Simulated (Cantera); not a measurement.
A closed system holds: 1 mol Ta(OEt)5, 2.6 mol O2, 0.11 mol CH4, equilibrated at 2452 °C and 0.0430 bar.

Method: chemical equilibrium by Gibbs-energy minimisation in Cantera with the NASA 1993 tables (ideal gas, pure condensed phases). Candidate condensed phases: C, C6H6, C7H8, C8H18, H2O, Ta, TaC, Ta2O5; 113 gas species. The feed counts by its element totals alone. Condensed phases not in the tables: Ta2C, N, O or C dissolved in the metal. The numbers say what is thermodynamically allowed, not how fast it happens.

Base state: H2 0.406, CO 0.399, H 0.192, TaO 0.00207, TaO2 0.000514, H2O 0.000350, CO2 5.08e-5, OH 4.34e-5 (mole fractions); condensed: Ta(s).

### Question
What changes in the equilibrium state with this change: Ta(OEt)5 replaced by Ta?

### Answer
```
species          before    after
-------------  --------  -------
O2              4.53e-9    0.603
O               1.30e-5    0.150
H2O            0.000350   0.0756
H2                0.406  0.00760
CO                0.399   0.0265
OH              4.34e-5   0.0685
CO2             5.08e-5   0.0388
H                 0.192   0.0262
TaO2           0.000514  0.00361
HO2               <1e-9  2.14e-5
TaO             0.00207  1.26e-6
Ta(s), mol        0.935        0
Ta2O5(l), mol         0    0.497
```

### Question
What changes in the equilibrium state with this change: temperature from 2452 °C to 1652 °C?

### Answer
```tsv
species	before	after
H2	0.406	0.570
CO	0.399	0.424
H	0.192	0.00348
TaO2	0.000514	4.30e-6
TaO	0.00207	3.88e-7
O	1.30e-5	3.81e-9
OH	4.34e-5	8.38e-7
CO2	5.08e-5	0.000274
Ta(s), mol	0.935	0
TaC(s), mol	0	0.700
Ta2O5(s), mol	0	0.150
```
Mutual solubility and eutectic melting of coexisting phases are not modelled. TaC: taken at fixed stoichiometry. Condensed phases not in the tables: Ta2C.

### Question
What changes in the equilibrium state with this change: CH4 from 0.11 to 2.1 mol?

### Answer
```csv
species,before,after
H2,0.406,0.446
CO,0.399,0.341
H,0.192,0.201
C2H2 (acetylene),<1e-9,0.0115
TaO,0.00207,1.04e-9
C2H,<1e-9,0.000575
TaO2,0.000514,<1e-9
C3,<1e-9,0.000284
C4H2,<1e-9,0.000123
C2,<1e-9,2.73e-5
"Ta(s), mol",0.935,0
"C(graphite), mol",0,0.132
"TaC(s), mol",0,1.00
```
TaC: taken at fixed stoichiometry. Condensed phases not in the tables: Ta2C.
